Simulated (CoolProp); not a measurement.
Vapour-liquid equilibrium of CF4 (R14) (1) + ethane (2) at 4.07 bar; x and y are mole fractions of (1).

The numbers come from the multi-fluid Helmholtz-energy mixture model, Platzer 1990 and Bücker 2006; pair parameters Bell 2016 in CoolProp. This equation is an older, rougher fit; its heat capacities, sound speeds and derivatives of the liquid may be far off and weren't checked against measurements.

| x | bubble temperature (K) | y at the bubble point | dew temperature at overall composition x (K) | liquid density (mol/L) |
|---|---|---|---|---|
| 0.05 | 192.4 | 0.621 | 213.6 | 17.59 |
| 0.125 | 178.6 | 0.822 | 211.4 | 17.97 |
| 0.2 | 174.2 | 0.865 | 209.2 | 17.95 |
| 0.275 | 172.9 | 0.878 | 206.7 | 17.81 |
| 0.35 | 172.5 | 0.882 | 204.1 | 17.62 |
| 0.425 | 172.3 | 0.883 | 201.3 | 17.44 |
| 0.5 | 172.2 | 0.884 | 198.2 | 17.26 |
| 0.575 | 172.0 | 0.888 | 194.7 | 17.10 |
| 0.65 | 171.6 | 0.894 | 190.8 | 16.97 |
| 0.725 | 171.0 | 0.905 | 186.2 | 16.86 |
| 0.8 | 170.4 | 0.921 | 180.5 | 16.79 |
| 0.875 | 169.7 | 0.943 | 173.2 | 16.74 |
| 0.95 | 168.9 | 0.974 | 169.5 | 16.72 |

No azeotrope shows between x = 0.05 and 0.95.

Pair parameters are fitted to limited data, so mixtures are less certain than the pure fluids. With so large a gap from Raoult's law the liquid may split in two, which this calculation doesn't test in full.
